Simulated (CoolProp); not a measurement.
A Linde-Hampson liquefier for normal hydrogen: isothermal reversible compression at 290 K from 1 atm to 5 MPa, throttling to 1 atm, return gas leaving the recuperator 0 K below the feed. Each further row changes one setting.

Values from CoolProp's reference Helmholtz-energy equation of state, Leachman 2009.

```csv
case,compression work (kJ/kg of gas)
as stated,4700
high pressure 10 MPa,5560
warm-end temperature 320 K,5180
warm-end gap 5 K,4700
```
